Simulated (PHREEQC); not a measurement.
Consider water at 48 °C with 0.001 mol NaHCO3, 0.0016 mol Na2B4O7 and 0.016 mol LiCl per kg of water. Closed to the air; pH follows from the charge balance.

Computed with PHREEQC (ion-association model, wateq4f.dat).

```tsv
quantity	before	after
pH	8.96	8.85
H3BO3 (mol/kgw)	0.00334	0.00335
H2BO3- (mol/kgw)	0.00306	0.00305
```

**Question.** Name the change that produced these shifts.
(A) NaHCO3 left out
(B) LiCl replaced by LiI at the same molality
(C) Na2B4O7 from 0.0016 to 0.00144 mol/kgw
(D) LiCl from 0.016 to 0.16 mol/kgw
(E) NaHCO3 replaced by CO2 at the same molality

**Answer.** D, LiCl from 0.016 to 0.16 mol/kgw

No solid was allowed to form. Constants without temperature data keep their 25 °C values here.
